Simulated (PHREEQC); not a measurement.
Make-up at 25 °C: 110 mmol/kgw H2SO4, 67 mmol/kgw FeCl3 and 0.25 mmol/kgw MgCl2. Closed to the air; pH follows from the charge balance.

Model: ion-association model, phreeqc.dat, run in PHREEQC.

This is a speciation only: nothing precipitates in the calculation.

**Question.** Order these Cl species by the share of Cl that they hold, largest first: FeCl2+, Cl-, FeCl+2.

**Answer.** Cl- (94 %), FeCl+2 (4.6 %), FeCl2+ (1.9 %)

**Question.** Order these Fe species by the share of Fe that they hold, largest first: FeSO4+, Fe+3, FeCl2+, FeHSO4+2, FeCl+2.

**Answer.** FeSO4+ (41 %), FeHSO4+2 (32 %), FeCl+2 (14 %), Fe+3 (8.4 %), FeCl2+ (2.8 %)

The pH is 0.92 and the ionic strength 0.320 mol/kgw. Saturation is exceeded, for instance for Hematite (slow to form), Goethite (slow to form); the values hold only as long as no solid forms.
